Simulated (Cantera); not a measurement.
Feed: 1 mol trisilylamine, 35 mol N2, at 0.133 bar.

These are equilibrium values from Cantera (NASA tables, ideal gas, pure condensed phases), not measurements of a reactor. Candidate condensed phases: Si, Si3N4; 18 gas species. The feed counts by its element totals alone. The tables' values for SiN are old estimates; treat these amounts as uncertain. Gases not in the tables: Si2H6 and higher silanes. The numbers say what is thermodynamically allowed, not how fast it happens.

log p: log10 of the partial pressure in bar; n: condensed amount in mol.

```json
[
 {"T (K)": "1748", "log p N2": "-0.93", "log p H2": "-1.80", "log p H": "-4.54", "log p Si": "-6.84", "n Si3N4(s)": "1.000", "n Si(l)": "0"},
 {"T (K)": "1773", "log p N2": "-0.93", "log p H2": "-1.80", "log p H": "___", "log p Si": "___", "n Si3N4(s)": "1.000", "n Si(l)": "0"},
 {"T (K)": "1798", "log p N2": "-0.93", "log p H2": "-1.80", "log p H": "-4.35", "log p Si": "-6.27", "n Si3N4(s)": "1.000", "n Si(l)": "0"},
 {"T (K)": "1823", "log p N2": "-0.93", "log p H2": "-1.80", "log p H": "-4.26", "log p Si": "-6.00", "n Si3N4(s)": "1.000", "n Si(l)": "0"},
 {"T (K)": "1848", "log p N2": "-0.93", "log p H2": "-1.80", "log p H": "-4.18", "log p Si": "-5.73", "n Si3N4(s)": "1.000", "n Si(l)": "0"},
 {"T (K)": "1873", "log p N2": "-0.93", "log p H2": "-1.80", "log p H": "-4.09", "log p Si": "-5.47", "n Si3N4(s)": "1.000", "n Si(l)": "0"},
 {"T (K)": "1898", "log p N2": "-0.93", "log p H2": "-1.80", "log p H": "-4.01", "log p Si": "-5.22", "n Si3N4(s)": "0.999", "n Si(l)": "0"},
 {"T (K)": "1923", "log p N2": "-0.93", "log p H2": "-1.80", "log p H": "-3.93", "log p Si": "-4.98", "n Si3N4(s)": "0.999", "n Si(l)": "0"},
 {"T (K)": "1948", "log p N2": "-0.93", "log p H2": "-1.80", "log p H": "___", "log p Si": "___", "n Si3N4(s)": "0.997", "n Si(l)": "0"},
 {"T (K)": "1973", "log p N2": "-0.93", "log p H2": "-1.80", "log p H": "-3.77", "log p Si": "-4.51", "n Si3N4(s)": "0.996", "n Si(l)": "0"},
 {"T (K)": "1998", "log p N2": "-0.93", "log p H2": "-1.83", "log p H": "-3.71", "log p Si": "-4.37", "n Si3N4(s)": "0", "n Si(l)": "2.98"}
]
```

Task: Fill in the missing entries.

Result: 
- 1773, log p H: -4.45
- 1773, log p Si: -6.55
- 1948, log p H: -3.85
- 1948, log p Si: -4.74
